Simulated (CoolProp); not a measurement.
Water at 805.39 K and 0.221 MPa is throttled through a valve to 0.0404 MPa with no heat exchange. Each further row changes one setting.

Model: reference Helmholtz-energy equation of state, Wagner 2002, in CoolProp.

```csv
case,temperature change (K),final density (kg/m³)
as stated,[?],[?]
outlet pressure 0.0121 MPa,-0.9,0.0326
outlet pressure 0.0525 MPa,[?],0.141
```

Question: Fill in the missing entries.

Answer: 
- as stated, temperature change (K): -0.8
- as stated, final density (kg/m³): 0.109
- outlet pressure 0.0525 MPa, temperature change (K): -0.7
